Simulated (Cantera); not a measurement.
Standard-state values (1 bar) from the NASA 1993 polynomials, evaluated with Cantera. Values are per mole of reaction as written; species without (g) are pure solids or liquids, kept so even where they would boil at 1 bar.

3 H2(g) + BN + NF3(g) = BF3(g) + 2 NH3(g)

| T (K) | ΔH° (kJ) | ΔS° (J/K) | ΔG° (kJ) | log10 K |
|---|---|---|---|---|
| 300 | (withheld) | (withheld) | (withheld) | (withheld) |
| 775 | (withheld) | (withheld) | (withheld) | (withheld) |
| 925 | -867.8 | -70.3 | -802.7 | 45.33 |
| 1075 | -871.8 | -74.4 | -791.8 | 38.48 |
| 1225 | -875.4 | -77.5 | -780.4 | 33.28 |
| 1375 | -878.6 | -80.0 | -768.6 | 29.20 |
| 1525 | (withheld) | (withheld) | (withheld) | (withheld) |
| 1675 | (withheld) | (withheld) | (withheld) | (withheld) |
| 1825 | -886.3 | -84.8 | -731.4 | 20.93 |
| 1975 | -888.3 | -85.9 | -718.6 | 19.01 |
| 2125 | -890.2 | -86.9 | -705.6 | 17.35 |
| 2275 | -891.9 | -87.6 | -692.6 | 15.90 |

Q: Complete the blanks.

A: 
- 300, ΔH° (kJ): -845.0
- 300, ΔS° (J/K): -28.0
- 300, ΔG° (kJ): -836.6
- 300, log10 K: 145.66
- 775, ΔH° (kJ): -863.2
- 775, ΔS° (J/K): -64.9
- 775, ΔG° (kJ): -812.9
- 775, log10 K: 54.79
- 1525, ΔH° (kJ): -881.4
- 1525, ΔS° (J/K): -82.0
- 1525, ΔG° (kJ): -756.5
- 1525, log10 K: 25.91
- 1675, ΔH° (kJ): -884.0
- 1675, ΔS° (J/K): -83.5
- 1675, ΔG° (kJ): -744.1
- 1675, log10 K: 23.20
